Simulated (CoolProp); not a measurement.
Vapour-liquid equilibrium of R245fa (1) + isopentane (2) at 0.231 MPa; x and y are mole fractions of (1).

The numbers come from the multi-fluid Helmholtz-energy mixture model, Akasaka 2015 and Lemmon 2006; pair parameters Bell 2016 in CoolProp.

Problem. Give the bubble temperature and the first vapour's composition at x = 0.15, 0.75, 0.95. Is there an azeotrope?

Solution. x = 0.15: 38.6 °C, y = 0.436; x = 0.75: 30.6 °C, y = 0.690; x = 0.95: 34.0 °C, y = 0.856. y crosses x between x = 0.65 and 0.75: the model has an azeotrope there.

Pair parameters are fitted to limited data, so mixtures are less certain than the pure fluids. With so large a gap from Raoult's law the liquid may split in two, which this calculation doesn't test in full.
